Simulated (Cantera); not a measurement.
Charge: 1 mol SiF4, 1.7 mol O3, 30 mol N2, equilibrated at 650 K and 0.218 Torr.

These are equilibrium values from Cantera (NASA tables, ideal gas, pure condensed phases), not measurements of a reactor. Candidate condensed phases: Si, SiO2, Si2N2O, Si3N4; 28 gas species. The numbers say what is thermodynamically allowed, not how fast it happens.

Base state: N2 0.894, O2 0.0760, SiF4 0.0298 (mole fractions); condensed: gas only.

Q: What changes in the equilibrium state with this change: SiF4 replaced by SiH2Cl2?

A: 
| species | before | after |
|---|---|---|
| N2 | 0.894 | 0.898 |
| O2 | 0.0760 | 0.0417 |
| HCl | 0 | 0.0411 |
| SiF4 | 0.0298 | 0 |
| H2O | 0 | 0.00942 |
| Cl2 | 0 | 0.00942 |
| SiO2(α-quartz), mol | 0 | 1.00 |
Further candidate phases: H2O, NH4Cl.
